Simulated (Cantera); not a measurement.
What does this Cantera script print?

```python
import numpy as np
import cantera as ct

gas = ct.Solution("gri30.yaml")
gas.TPX = 1500, 2900000, {'CH4': 1, 'O2': 2.22, 'N2': 8.36}
reactor = ct.IdealGasConstPressureReactor(gas, energy="on", clone=False)
net = ct.ReactorNet([reactor])
net.rtol, net.atol = 1e-08, 1e-16
show = ['CH4', 'O2', 'CH3', 'OH', 'CO', 'C2H2', 'H']
times = np.geomspace(1e-06, 0.9, 10)

steps = ct.SolutionArray(gas, extra=["t"])
rows = []
print(f"{'t/s':>10s}{'T/K':>9s}{'P/Pa':>11s}" + "".join(f"{s:>11s}" for s in show))
for t in times:
    while net.time < t:
        t_next = net.step()
        steps.append(gas.state, t=t_next)
    rows.append([np.interp(t, steps.t, y) for y in (steps.T, steps.P, *steps(*show).X.T)])
    print(f"{t:10.3e}{rows[-1][0]:9.1f}{rows[-1][1]:11.4g}" + "".join(f"{x:11.3e}" for x in rows[-1][2:]))
rate = np.gradient(steps.T, steps.t)
print("integrator steps:", len(steps.t))
if steps.T.max() > steps.T[0] + 200:
    print(f"time of steepest temperature rise: {steps.t[rate.argmax()]:.4e} s")
gas.TPX = 1500, 2900000, {'CH4': 1, 'O2': 2.22, 'N2': 8.36}
gas.equilibrate("HP")
print(f"equilibrium (HP): T = {gas.T:.1f} K  " + "  ".join(f"{s} {gas[s].X[0]:.3e}" for s in show))
```

It prints:

```
       t/s      T/K       P/Pa        CH4         O2        CH3         OH         CO       C2H2          H
 1.000e-06   1500.0    2.9e+06  8.635e-02  1.917e-01  3.064e-06  1.435e-08  6.630e-10  1.499e-15  4.798e-09
 4.588e-06   1500.0    2.9e+06  8.632e-02  1.917e-01  2.464e-05  1.046e-07  1.355e-07  2.474e-12  2.312e-08
 2.105e-05   1502.8    2.9e+06  8.556e-02  1.912e-01  1.076e-04  6.329e-07  4.670e-05  6.698e-09  1.838e-07
 9.655e-05   2923.0    2.9e+06  1.722e-14  2.522e-02  8.102e-14  1.416e-02  1.918e-02  1.506e-17  1.837e-03
 4.429e-04   2906.7    2.9e+06  1.961e-14  2.130e-02  8.662e-14  1.310e-02  1.949e-02  1.617e-17  1.766e-03
 2.032e-03   2906.5    2.9e+06  1.964e-14  2.126e-02  8.669e-14  1.308e-02  1.950e-02  1.618e-17  1.765e-03
 9.322e-03   2906.5    2.9e+06  1.964e-14  2.126e-02  8.669e-14  1.308e-02  1.950e-02  1.618e-17  1.765e-03
 4.276e-02   2906.5    2.9e+06  1.964e-14  2.126e-02  8.669e-14  1.308e-02  1.950e-02  1.618e-17  1.765e-03
 1.962e-01   2906.5    2.9e+06  1.964e-14  2.126e-02  8.669e-14  1.308e-02  1.950e-02  1.618e-17  1.765e-03
 9.000e-01   2906.5    2.9e+06  1.964e-14  2.126e-02  8.669e-14  1.308e-02  1.950e-02  1.618e-17  1.765e-03
integrator steps: 1924
time of steepest temperature rise: 6.8865e-05 s
equilibrium (HP): T = 2906.5 K  CH4 2.495e-14  O2 2.126e-02  CH3 1.101e-13  OH 1.308e-02  CO 1.950e-02  C2H2 1.743e-17  H 1.765e-03
```

Computed with Cantera and GRI-Mech 3.0 (53 species, 325 reactions). The pressure lies above the range GRI-Mech 3.0 was tuned for (to about 10 atm).
